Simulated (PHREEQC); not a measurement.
0.12 g of hydrous ferric oxide (600 m²/g; 0.2 weak and 0.005 strong sites per Fe, Dzombak-Morel constants, diffuse double layer) in 1 kg of water with 0.005 mol/kgw of an inert sodium salt and 0.088 mmol/kgw MgCl2, at 25 °C; the pH is set by adding NaOH or the inert anion's acid. Oxygen is held at 0.21 atm. No CO2 enters from the air. Nothing may precipitate in this run.

Base run: PHREEQC, ion-association model, wateq4f.dat. Each further column changes one thing. The table gives surface charge σ (C/m²).

| pH | base | background salt from 0.005 to 0.0005 mol/kgw | oxide from 0.12 to 0.6 g/kgw |
|---|---|---|---|
| 3 | 0.305 | 0.248 | 0.307 |
| 3.67 | 0.224 | 0.145 | 0.227 |
| 4.33 | 0.150 | 0.083 | 0.152 |
| 5 | 0.092 | 0.046 | 0.093 |
| 5.67 | 0.052 | 0.024 | 0.052 |
| 6.33 | 0.028 | 0.012 | 0.028 |
| 7 | 0.013 | 0.005 | 0.013 |
| 7.67 | 0.005 | 0.002 | 0.005 |
| 8.33 | 0.000 | 0.000 | -0.001 |
| 9 | -0.003 | -0.001 | -0.008 |
| 9.67 | -0.008 | -0.003 | -0.019 |
| 10.33 | -0.019 | -0.008 | -0.038 |
| 11 | -0.038 | -0.023 | -0.074 |

The oxide is taken as insoluble; below pH 4 it would dissolve.
